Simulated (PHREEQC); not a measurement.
Dissolve 0.0059 mol HF and 4.2e-05 mol (NH4)2SiF6 per kg of water at 20 °C. Closed to the air; pH follows from the charge balance.

The numbers come from PHREEQC with the ion-association model, phreeqc.dat.

Q: The ionic strength comes out as 0.00194 mol/kgw. What activity coefficients do H+, F-, SiF6-2, HF2-, NH4+ get?

A: H+ 0.95, F- 0.95, SiF6-2 0.83, HF2- 0.95, NH4+ 0.95.

Precipitation was switched off in this run. SiF6-2 is the database's only silicon fluoride.
